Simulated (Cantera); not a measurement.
Feed: 1 mol NH₃, 3.8 mol H₂, 2.4 mol O₂, held at 0.133 bar.

These are equilibrium values from Cantera (NASA tables, ideal gas, pure condensed phases), not measurements of a reactor. Candidate condensed phases: H₂O; 47 gas species. Ions and electrons are included (thermal ionisation). The numbers say what is thermodynamically allowed, not how fast it happens. All values below are at 4477 °C.

Base state: H 0.661, O 0.298, N₂ 0.0267, N 0.00800, H₂ 0.00253, OH 0.00211, NO 0.00156, O₂ 0.000463 (mole fractions); condensed: gas only.

Problem. What changes in the equilibrium state with this change: pressure from 0.133 bar to 0.460 bar?

Solution. 
```csv
species,before,after
H,0.661,0.653
O,0.298,0.294
N₂,0.0267,0.0283
H₂,0.00253,0.00855
OH,0.00211,0.00709
H₂O,1.07e-5,0.000123
O₂,0.000463,0.00155
```
